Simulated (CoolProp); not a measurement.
A single-stage vapour-compression cycle with R142b: evaporating at 225.15 K (dew point), condensing at 285.15 K (bubble point), superheat 5 K, subcooling 0 K, compressor efficiency 0.7, no pressure losses. Each further row changes one setting.

The numbers come from the reference Helmholtz-energy equation of state, Lemmon 2006 in CoolProp. It is a short technical equation, of lower accuracy than the large ones.

| case | cooling COP | pressure ratio | discharge temperature (K) | refrigerating effect (kJ/kg) | volumetric capacity (kJ/m³) |
|---|---|---|---|---|---|
| as stated | 2.10 | 14.6 | 337.3 | 174 | 140 |
| evaporating temperature 230.15 K | 2.39 | 11.0 | 331.4 | 178 | 187 |
| condensing temperature 280.15 K | 2.34 | 12.3 | 330.1 | 181 | 145 |
| subcooling 5 K | 2.17 | 14.6 | 337.3 | 181 | 145 |
| superheat 15 K | 2.10 | 14.6 | 348.8 | 182 | 140 |
| compressor efficiency 0.6 | 1.80 | 14.6 | 352.1 | 174 | 140 |
